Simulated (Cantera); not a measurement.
A Cantera script and its output.

```python
import numpy as np
import cantera as ct

gas = ct.Solution("gri30.yaml")
gas.TPX = 1750, 13332, {'CH4': 1, 'H2O': 0.89, 'H2': 0.21}
inlet = ct.Reservoir(gas, clone=True)

reactor = ct.IdealGasConstPressureReactor(gas, energy="off", clone=False)
exhaust = ct.Reservoir(gas, clone=True)
tau = [0.6, 0.36, 0.22, 0.13, 0.082, 0.05, 0.03, 0.018, 0.011, 0.0068, 0.0041][0]
for a, b in ((inlet, reactor), (reactor, exhaust)):
    ct.MassFlowController(a, b, mdot=lambda t: reactor.mass / tau)
net = ct.ReactorNet([reactor])
show = ['CH4', 'H2O', 'H2', 'C2H', 'CO2']

rows = []
print(f"{'tau/s':>10s}{'T/K':>9s}" + "".join(f"{s:>11s}" for s in show))
for tau in [0.6, 0.36, 0.22, 0.13, 0.082, 0.05, 0.03, 0.018, 0.011, 0.0068, 0.0041]:
    net.initial_time = 0.0
    net.advance(30 * tau)
    before = gas.X
    net.advance(40 * tau)
    drift = np.max(np.abs(gas.X - before) / (gas.X + 1e-9))
    rows.append([gas.T, *gas[show].X, drift])
    print(f"{tau:10.3e}{gas.T:9.1f}" + "".join(f"{x:11.3e}" for x in gas[show].X))
```

Result:

```
     tau/s      T/K        CH4        H2O         H2        C2H        CO2
 6.000e-01   1750.0  4.081e-02  1.850e-01  5.975e-01  4.825e-07  6.281e-03
 3.600e-01   1750.0  5.142e-02  2.138e-01  5.682e-01  5.275e-07  5.592e-03
 2.200e-01   1750.0  6.456e-02  2.405e-01  5.385e-01  5.556e-07  4.581e-03
 1.300e-01   1750.0  8.273e-02  2.663e-01  5.055e-01  5.633e-07  3.328e-03
 8.200e-02   1750.0  1.030e-01  2.864e-01  4.753e-01  5.494e-07  2.282e-03
 5.000e-02   1750.0  1.299e-01  3.055e-01  4.408e-01  5.146e-07  1.367e-03
 3.000e-02   1750.0  1.637e-01  3.232e-01  4.022e-01  4.609e-07  7.157e-04
 1.800e-02   1750.0  2.030e-01  3.399e-01  3.603e-01  3.939e-07  3.343e-04
 1.100e-02   1750.0  2.452e-01  3.555e-01  3.170e-01  3.209e-07  1.458e-04
 6.800e-03   1750.0  2.885e-01  3.703e-01  2.734e-01  2.457e-07  5.988e-05
 4.100e-03   1750.0  3.341e-01  3.851e-01  2.282e-01  1.676e-07  2.173e-05
```

Cantera simulation using GRI-Mech 3.0 (53 species, 325 reactions); the numbers are that mechanism's predictions, not measurements.
